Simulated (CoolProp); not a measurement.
Saturation properties of sulfur dioxide.

Values from CoolProp's reference Helmholtz-energy equation of state, Gao 2016.

| T (°C) | p (kPa) | liquid density (kg/m³) | enthalpy of vaporisation (kJ/kg) | liquid cp (kJ/(kg K)) |
|---|---|---|---|---|
| 7.95 | 213.0 | 1414 | 373.1 | 1.373 |
| 14.05 | [?] | 1397 | 367.3 | 1.379 |
| 20.15 | 332.4 | [?] | 361.3 | 1.386 |
| 26.15 | 407.5 | [?] | 355.2 | 1.394 |
| 32.25 | [?] | 1346 | 348.8 | 1.404 |
| 38.25 | 597.9 | 1329 | 342.3 | 1.415 |
| 44.35 | 716.5 | 1310 | 335.5 | 1.428 |
| 50.35 | 849.7 | 1292 | 328.5 | 1.443 |
| 56.45 | 1003 | 1273 | [?] | 1.460 |
| 62.55 | 1177 | 1253 | 313.5 | 1.480 |
| 68.55 | 1369 | [?] | 305.6 | 1.502 |
| 74.65 | 1587 | 1212 | 297.2 | 1.529 |
| 80.65 | 1826 | 1190 | 288.5 | 1.559 |
| 86.75 | 2095 | 1167 | 279.2 | 1.595 |

**Question.** Fill in the missing entries.

**Answer.** 
- 14.05, p (kPa): 267.6
- 20.15, liquid density (kg/m³): 1380
- 26.15, liquid density (kg/m³): 1364
- 32.25, p (kPa): 496.5
- 56.45, enthalpy of vaporisation (kJ/kg): 321.2
- 68.55, liquid density (kg/m³): 1233

It boils at -10.0 °C under 1 atm.
